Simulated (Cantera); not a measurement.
Charge: 1 mol Si2Cl6, a varied amount of NH3, at 577 °C and 0.310 bar.

Equilibrium computed with Cantera from the NASA thermochemical tables; the gas is ideal and each condensed phase is pure. Candidate condensed phases: NH4Cl, Si, Si3N4; 28 gas species. The feed counts by its element totals alone. Equilibrium is a limit: real reactors are often held back by kinetics, nucleation or transport.

**Question.** At 1.5 mol NH3, list the 5 most abundant gas species with their mole fractions, and the condensed phases.

**Answer.** H2 0.365, HCl 0.321, SiCl4 0.270, N2 0.0439, SiHCl3 0.000508. Condensed: Si3N4(s).
